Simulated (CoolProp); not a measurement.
Vapour-liquid equilibrium of R152A (1) + R113 (2) at 162 kPa; x and y are mole fractions of (1).

Model: multi-fluid Helmholtz-energy mixture model, Outcalt 1996 and Marx 1992; pair parameters Bell 2016, in CoolProp.

| x | bubble temperature (K) | y at the bubble point | dew temperature at overall composition x (K) | liquid density (mol/L) |
|---|---|---|---|---|
| 0.05 | 315.0 | 0.493 | ___ | 8.281 |
| 0.15 | 291.5 | 0.806 | 330.4 | 8.956 |
| 0.25 | ___ | 0.890 | 326.4 | 9.519 |
| 0.35 | 274.2 | 0.923 | 322.1 | 10.06 |
| 0.45 | 270.6 | 0.940 | 317.3 | 10.61 |
| 0.55 | 268.2 | 0.951 | ___ | 11.20 |
| 0.65 | 266.4 | 0.959 | 305.2 | 11.86 |
| 0.75 | 264.8 | 0.968 | 297.1 | ___ |
| 0.85 | 263.2 | 0.978 | ___ | 13.43 |
| 0.95 | 261.3 | 0.991 | 268.5 | 14.40 |

### Question
Complete the blanks.

### Answer

- 0.05, dew temperature at overall composition x (K): 334.0
- 0.25, bubble temperature (K): 280.2
- 0.55, dew temperature at overall composition x (K): 311.7
- 0.75, liquid density (mol/L): 12.59
- 0.85, dew temperature at overall composition x (K): 286.1

No azeotrope shows between x = 0.05 and 0.95.

Pair parameters are fitted to limited data, so mixtures are less certain than the pure fluids. With so large a gap from Raoult's law the liquid may split in two, which this calculation doesn't test in full.
